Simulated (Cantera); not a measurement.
Input (Python, Cantera):

```python
import numpy as np
import cantera as ct

gas = ct.Solution("gri30.yaml")
gas.TPX = 1125, 500000, {'CO': 0.0046, 'O2': 0.014, 'H2O': 0.00012, 'N2': 0.41}
reactor = ct.IdealGasConstPressureReactor(gas, energy="off", clone=False)
net = ct.ReactorNet([reactor])
net.rtol, net.atol = 1e-08, 1e-18
show = ['CO', 'O2', 'H2O', 'H2', 'OH']
times = np.geomspace(0.0006, 40, 15)

steps = ct.SolutionArray(gas, extra=["t"])
rows = []
print(f"{'t/s':>10s}{'T/K':>9s}{'P/Pa':>11s}" + "".join(f"{s:>11s}" for s in show))
for t in times:
    while net.time < t:
        t_next = net.step()
        steps.append(gas.state, t=t_next)
    rows.append([np.interp(t, steps.t, y) for y in (steps.T, steps.P, *steps(*show).X.T)])
    print(f"{t:10.3e}{rows[-1][0]:9.1f}{rows[-1][1]:11.4g}" + "".join(f"{x:11.3e}" for x in rows[-1][2:]))
rate = np.gradient(steps.T, steps.t)
print("integrator steps:", len(steps.t))
if steps.T.max() > steps.T[0] + 200:
    print(f"time of steepest temperature rise: {steps.t[rate.argmax()]:.4e} s")
gas.TPX = 1125, 500000, {'CO': 0.0046, 'O2': 0.014, 'H2O': 0.00012, 'N2': 0.41}
gas.equilibrate("TP")
print(f"equilibrium (TP): T = {gas.T:.1f} K  " + "  ".join(f"{s} {gas[s].X[0]:.3e}" for s in show))
```

Output:

```
       t/s      T/K       P/Pa         CO         O2        H2O         H2         OH
 6.000e-04   1125.0      5e+05  1.073e-02  3.266e-02  2.799e-04  4.298e-13  4.072e-11
 1.327e-03   1125.0      5e+05  1.073e-02  3.266e-02  2.799e-04  2.251e-12  9.529e-11
 2.933e-03   1125.0      5e+05  1.073e-02  3.266e-02  2.799e-04  1.244e-11  2.370e-10
 6.484e-03   1125.0      5e+05  1.073e-02  3.265e-02  2.799e-04  8.095e-11  6.863e-10
 1.434e-02   1125.0      5e+05  1.072e-02  3.265e-02  2.798e-04  8.762e-10  2.886e-09
 3.169e-02   1125.0      5e+05  1.068e-02  3.263e-02  2.795e-04  3.800e-08  2.215e-08
 7.007e-02   1125.0      5e+05  1.032e-02  3.245e-02  2.787e-04  5.621e-07  4.592e-08
 1.549e-01   1125.0      5e+05  9.414e-03  3.201e-02  2.782e-04  1.167e-06  5.037e-08
 3.425e-01   1125.0      5e+05  7.640e-03  3.115e-02  2.784e-04  1.188e-06  5.154e-08
 7.572e-01   1125.0      5e+05  4.901e-03  2.982e-02  2.793e-04  8.057e-07  5.044e-08
 1.674e+00   1125.0      5e+05  2.032e-03  2.842e-02  2.803e-04  3.407e-07  4.754e-08
 3.701e+00   1125.0      5e+05  4.102e-04  2.764e-02  2.811e-04  6.218e-08  4.391e-08
 8.183e+00   1125.0      5e+05  1.948e-05  2.745e-02  2.814e-04  1.989e-09  4.941e-08
 1.809e+01   1125.0      5e+05  1.309e-08  2.744e-02  2.814e-04  6.522e-12  4.456e-08
 4.000e+01   1125.0      5e+05  8.658e-11  2.744e-02  2.814e-04  1.922e-12  2.233e-08
integrator steps: 1401
equilibrium (TP): T = 1125.0 K  CO 7.776e-11  O2 2.742e-02  H2O 2.814e-04  H2 1.844e-12  OH 2.159e-08
```

Computed with Cantera and GRI-Mech 3.0 (53 species, 325 reactions).
